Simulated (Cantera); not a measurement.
Input (Python, Cantera) and output of one run.

```python
import numpy as np
import cantera as ct

gas_names = """
    B BCL BCL2 BCL3 BH BH2 BH3 BN B2 CL CL2 H HCL H2 N NH NH2 NH3 N2 N2H2 N2H4
""".split()
cond_names = """
    B(b) B(L) BN(s) NH4CL(a) NH4CL(b)
""".split()


def load(file, names, dense=False):
    # The tables refer to 1 bar. Condensed volumes are neglected.
    table = {s.name: s for s in ct.Species.list_from_file(file)}
    out = []
    for n in names:
        d = dict(table[n].input_data)
        d["thermo"] = dict(d["thermo"], **{"reference-pressure": 1e5})
        if dense:
            d["equation-of-state"] = {"model": "constant-volume", "density": "1e6 g/cm^3"}
        out.append(ct.Species.from_dict(d))
    return out


gas = ct.Solution(thermo="ideal-gas", species=load("nasa_gas.yaml", gas_names))
cond = {s.name: ct.Solution(thermo="fixed-stoichiometry", species=[s], name=s.name)
        for s in load("nasa_condensed.yaml", cond_names, dense=True)}
atoms = {
    'BN': {'B': 1, 'N': 1},
    'HCl': {'H': 1, 'CL': 1},
    'H2': {'H': 2},
}
top_T = {'BN(s)': 3200}  # K; cautious upper limits of use, not melting points


def equilibrate(T, P, feed):
    n = {}
    for name, mol in feed.items():
        for a, k in atoms[name].items():
            n[a] = n.get(a, 0.0) + k * mol
    gas.TPX = T, P, n
    mass = sum(n.values()) * gas.mean_molecular_weight
    gas.equilibrate("TP")
    valid = [c for c in cond.values() if c.min_temp <= T <= top_T.get(c.name, c.max_temp)]
    mix = ct.Mixture([(gas, mass / gas.mean_molecular_weight)] + [(c, 0.0) for c in valid])
    mix.T, mix.P = T, P
    mix.equilibrate("TP", solver="vcs", rtol=1e-11, max_steps=5000)
    return mix


results = []
feed = {'BN': 1, 'HCl': 2.9, 'H2': 38}  # mol
T = 775  # K
P = 28  # Pa
mix = equilibrate(T, P, feed)
results.append((T, P, feed, dict(zip(mix.species_names, mix.species_moles))))
print(gas.report(threshold=0.0001))
for i in range(1, mix.n_phases):
    print(f"{mix.phase(i).name:16s} {mix.phase_moles(i):12.5e} mol")
```

It prints:

```
       temperature   775 K
          pressure   28 Pa
           density   1.9372e-05 kg/m^3
  mean mol. weight   4.4581 kg/kmol
   phase of matter   gas

                          1 kg             1 kmol
                     ---------------   ---------------
          enthalpy        1.6647e+06        7.4214e+06  J
   internal energy         2.193e+05        9.7766e+05  J
           entropy             52211        2.3276e+05  J/K
    Gibbs function       -3.8799e+07       -1.7297e+08  J
 heat capacity c_p            6637.8             29592  J/K
 heat capacity c_v            4772.8             21278  J/K

                      mass frac. Y      mole frac. X     chem. pot. / RT
                     ---------------   ---------------   ---------------
               HCL           0.57985          0.070905           -48.828
                H2           0.42015            0.9291           -25.165
     [  +19 minor]        1.1604e-06        5.9283e-08

B(b)              0.00000e+00 mol
BN(s)             9.99998e-01 mol
NH4CL(b)          0.00000e+00 mol
```

Method: chemical equilibrium by Gibbs-energy minimisation in Cantera with the NASA 1993 tables (ideal gas, pure condensed phases).
